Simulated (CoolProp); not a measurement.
Vapour-liquid equilibrium of benzene (1) + n-octane (2) at 0.586 MPa; x and y are mole fractions of (1).

Model: multi-fluid Helmholtz-energy mixture model, Thol 2012 and Beckmüller 2019; pair parameters Bell 2016, in CoolProp.

Give the bubble temperature and the first vapour's composition at x = 0.05, 0.125, 0.425. Is there an azeotrope?

x = 0.05: 472.2 K, y = 0.108; x = 0.125: 466.0 K, y = 0.253; x = 0.425: 445.7 K, y = 0.650. No azeotrope shows between x = 0.05 and 0.95.

The pair parameters rest on a limited set of measurements; away from them the model extrapolates.
